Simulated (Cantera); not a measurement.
Input: 1 mol Al, 1.4 mol HCl, 16 mol H₂, at 1048.15 K.

Cantera equilibrium calculation (NASA polynomials, part measured and part estimated; ideal gas, pure solids and liquids). Candidate condensed phases: Al, AlCl₃; 12 gas species. The numbers say what is thermodynamically allowed, not how fast it happens.

Task: What share of the Al ends up in condensed phases as a function of P (Pa), at 10, 63, 400, 2500, 16000, 100000?

Result: 
```csv
P (Pa),Al condensed (%),as
10,0.0,-
63,0.0,-
400,0.0,-
2500,15.1,Al(l)
16000,40.3,Al(l)
100000,49.1,Al(l)
```
